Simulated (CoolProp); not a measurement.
The fluid at 293.15 K and 0.198 MPa is compressed adiabatically to 0.419 MPa with isentropic efficiency 0.8. The same conditions are run with several fluids, on thermodynamics alone (safety and materials aside).

The numbers come from the reference Helmholtz-energy equation of state of each fluid (propane: Lemmon 2009; CF4 (R14): Platzer 1990; chloromethane (R40): Thol 2014; vinyl chloride: Thol 2022) in CoolProp. The equations of Platzer and Polt are older, rougher fits.

| fluid | work (kJ/kg) | final temperature (K) | final density (kg/m³) |
|---|---|---|---|
| propane | 51.8 | 325.8 | (withheld) |
| CF4 (R14) | 27.1 | (withheld) | 13.5 |
| chloromethane (R40) | (withheld) | 350.9 | 7.56 |
| vinyl chloride | 37.0 | 337.7 | 9.85 |

Question: What belongs in the gaps?

Answer: 
- propane, final density (kg/m³): 7.20
- CF4 (R14), final temperature (K): 331.8
- chloromethane (R40), work (kJ/kg): 46.9
